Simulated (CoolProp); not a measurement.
A simple Rankine cycle with isobutane: condensing at 313.15 K, boiler at 1.51 MPa, turbine inlet 364 K, turbine efficiency 0.6, pump efficiency 0.6, no recuperator. Each further row changes one setting.

Computed with CoolProp (reference Helmholtz-energy equation of state, Bücker 2006).

```tsv
case	thermal efficiency (%)	net work (kJ/kg)	heat in (kJ/kg)	turbine exit temperature (K)	volume ratio over the turbine
as stated	5.9	22.4	377	335.3	3.17
turbine inlet 384 K	5.9	25.2	425	358.1	3.06
condensing temperature 305.15 K	6.9	27.5	397	330.8	3.96
boiler pressure 1.06 MPa	4.2	16.6	395	?	?
turbine efficiency 0.5	4.8	?	377	337.5	3.20
```

Complete the blanks.


- boiler pressure 1.06 MPa, turbine exit temperature (K): 347.4
- boiler pressure 1.06 MPa, volume ratio over the turbine: 2.08
- turbine efficiency 0.5, net work (kJ/kg): 18.1
